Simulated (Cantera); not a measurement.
An adiabatic, constant-pressure homogeneous reactor starts with 16.4 % H2, 8.61 % O2, 75.0 % N2, equivalence ratio 0.95, at 1373 K and 101000 Pa.

Detailed kinetics in Cantera: GRI-Mech 3.0 (53 species, 325 reactions).

### Question
Predict: time of steepest temperature rise; temperature at 2.00 s; equilibrium temperature; x(H2) at 2.00 s; x(O2) at 2.00 s; x(NO) at 2.00 s; x(H2O) at 2.00 s; x(NO2) at 2.00 s; x(N2O) at 2.00 s; x(HO2) at 2.00 s.

### Answer
| Item | Value |
|---|---|
| time of steepest temperature rise | 36.3 µs |
| temperature at 2.00 s | 2423 K |
| equilibrium temperature | 2423 K |
| x(H2) at 2.00 s | 0.00871 (gas-phase equilibrium 0.00871) |
| x(O2) at 2.00 s | 0.00583 (gas-phase equilibrium 0.00583) |
| x(NO) at 2.00 s | 0.00339 (gas-phase equilibrium 0.00339) |
| x(H2O) at 2.00 s | 0.165 (gas-phase equilibrium 0.165) |
| x(NO2) at 2.00 s | 5.48e-7 (gas-phase equilibrium 5.48e-7) |
| x(N2O) at 2.00 s | 1.92e-7 (gas-phase equilibrium 1.92e-7) |
| x(HO2) at 2.00 s | 1.02e-6 (gas-phase equilibrium 1.02e-6) |
